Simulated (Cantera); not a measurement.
A Cantera script and its output.

```python
import numpy as np
import cantera as ct

gas = ct.Solution("gri30.yaml")
gas.TPX = 1750, 1600000, {'CH4': 1, 'CO2': 2.2}
reactor = ct.IdealGasConstPressureReactor(gas, energy="off", clone=False)
net = ct.ReactorNet([reactor])
net.rtol, net.atol = 1e-08, 1e-18
show = ['CH4', 'CO2', 'H2', 'CH2O', 'OH', 'CH3']
times = np.geomspace(3e-05, 200, 13)

steps = ct.SolutionArray(gas, extra=["t"])
rows = []
print(f"{'t/s':>10s}{'T/K':>9s}{'P/Pa':>11s}" + "".join(f"{s:>11s}" for s in show))
for t in times:
    while net.time < t:
        t_next = net.step()
        steps.append(gas.state, t=t_next)
    rows.append([np.interp(t, steps.t, y) for y in (steps.T, steps.P, *steps(*show).X.T)])
    print(f"{t:10.3e}{rows[-1][0]:9.1f}{rows[-1][1]:11.4g}" + "".join(f"{x:11.3e}" for x in rows[-1][2:]))
rate = np.gradient(steps.T, steps.t)
print("integrator steps:", len(steps.t))
if steps.T.max() > steps.T[0] + 200:
    print(f"time of steepest temperature rise: {steps.t[rate.argmax()]:.4e} s")
gas.TPX = 1750, 1600000, {'CH4': 1, 'CO2': 2.2}
gas.equilibrate("TP")
print(f"equilibrium (TP): T = {gas.T:.1f} K  " + "  ".join(f"{s} {gas[s].X[0]:.3e}" for s in show))
```

It prints:

```
       t/s      T/K       P/Pa        CH4        CO2         H2       CH2O         OH        CH3
 3.000e-05   1750.0    1.6e+06  3.052e-01  6.862e-01  4.408e-03  1.756e-05  5.152e-08  7.278e-04
 1.111e-04   1750.0    1.6e+06  2.808e-01  6.761e-01  2.435e-02  2.930e-05  1.711e-07  8.477e-04
 4.116e-04   1750.0    1.6e+06  2.177e-01  6.251e-01  8.047e-02  2.045e-05  4.565e-07  5.696e-04
 1.524e-03   1750.0    1.6e+06  1.224e-01  4.880e-01  1.138e-01  1.598e-05  1.165e-06  3.328e-04
 5.646e-03   1750.0    1.6e+06  3.834e-02  2.881e-01  8.849e-02  1.691e-05  2.582e-06  1.447e-04
 2.091e-02   1750.0    1.6e+06  2.206e-02  1.938e-01  1.239e-01  6.286e-06  2.168e-06  7.596e-05
 7.746e-02   1750.0    1.6e+06  1.736e-02  1.294e-01  1.811e-01  2.088e-06  1.422e-06  4.832e-05
 2.869e-01   1750.0    1.6e+06  6.351e-03  9.483e-02  2.270e-01  1.068e-06  1.069e-06  1.570e-05
 1.063e+00   1750.0    1.6e+06  1.828e-04  8.726e-02  2.406e-01  8.567e-07  1.002e-06  4.399e-07
 3.936e+00   1750.0    1.6e+06  4.112e-06  8.710e-02  2.409e-01  8.515e-07  1.004e-06  9.918e-09
 1.458e+01   1750.0    1.6e+06  4.111e-06  8.710e-02  2.409e-01  8.515e-07  1.004e-06  9.917e-09
 5.400e+01   1750.0    1.6e+06  4.111e-06  8.710e-02  2.409e-01  8.515e-07  1.004e-06  9.917e-09
 2.000e+02   1750.0    1.6e+06  4.111e-06  8.710e-02  2.409e-01  8.515e-07  1.004e-06  9.917e-09
integrator steps: 2603
equilibrium (TP): T = 1750.0 K  CH4 4.336e-06  CO2 8.710e-02  H2 2.409e-01  CH2O 8.515e-07  OH 1.004e-06  CH3 1.046e-08
```

Cantera simulation using GRI-Mech 3.0 (53 species, 325 reactions); the numbers are that mechanism's predictions, not measurements. The pressure lies above the range GRI-Mech 3.0 was tuned for (to about 10 atm).
